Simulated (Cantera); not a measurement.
Feed: 1 mol SiHCl3, 1.9 mol NH3, 1.3 mol H2, held at 1825 K.

These are equilibrium values from Cantera (NASA tables, ideal gas, pure condensed phases), not measurements of a reactor. Candidate condensed phases: NH4Cl, Si, Si3N4; 28 gas species. Gases not in the tables: Si2H6 and higher silanes. Rates play no part.

### Question
Which condensed phases are stable at each of these points (P (Pa)): 5, 36, 260, 1900, 14000, 100000?

### Answer
```tsv
P (Pa)	condensed phases	Si condensed (%)
5	gas only	0.0
36	gas only	0.0
260	Si(l)	4.9
1900	Si(l)	6.4
14000	Si3N4(s)	11.0
100000	Si3N4(s)	37.3
```

From 0.0375 Torr to 0.270 Torr nothing is condensed. From 1.95 Torr to 14.3 Torr the condensed part is Si(l). From 105 Torr to 750 Torr the condensed part is Si3N4(s).
